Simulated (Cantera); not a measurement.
A closed system holds: 1 mol Si, 1 mol Cl₂, 14 mol H₂, equilibrated at 527 °C and 6.90 bar.

Equilibrium computed with Cantera from the NASA thermochemical tables; the gas is ideal and each condensed phase is pure. Candidate condensed phases: Si; 19 gas species. Rates play no part.

Base state: H₂ 0.957, SiHCl₃ 0.0240, SiCl₄ 0.0150, SiH₂Cl₂ 0.00312, HCl 0.000539, SiH₃Cl 9.32e-5 (mole fractions); condensed: Si(s).

Question: What changes in the equilibrium state with this change: H₂ from 14 to 3.7 mol?

Answer: 
| species | before | after |
|---|---|---|
| H₂ | 0.957 | 0.858 |
| SiHCl₃ | 0.0240 | 0.0694 |
| SiCl₄ | 0.0150 | 0.0662 |
| SiCl₃ | 6.48e-6 | 1.98e-5 |
| SiH₂Cl₂ | 0.00312 | 0.00587 |
| HCl | 0.000539 | 0.000740 |
| SiH₃Cl | 9.32e-5 | 0.000115 |
| Si(s), mol | 0.392 | 0.417 |
The tables' values for SiCl₃ are old estimates; treat these amounts as uncertain.

Question: What changes in the equilibrium state with this change: temperature from 527 °C to 877 °C?

Answer: 
| species | before | after |
|---|---|---|
| H₂ | 0.957 | 0.948 |
| SiHCl₃ | 0.0240 | 0.0199 |
| SiCl₄ | 0.0150 | 0.0138 |
| HCl | 0.000539 | 0.0133 |
| SiCl₂ | 3.11e-7 | 0.000412 |
| SiCl₃ | 6.48e-6 | 0.000720 |
| SiH₃Cl | 9.32e-5 | 0.000176 |
| SiH₂Cl₂ | 0.00312 | 0.00360 |
| Si(s), mol | 0.392 | 0.443 |
The tables' values for SiCl₃ are old estimates; treat these amounts as uncertain.
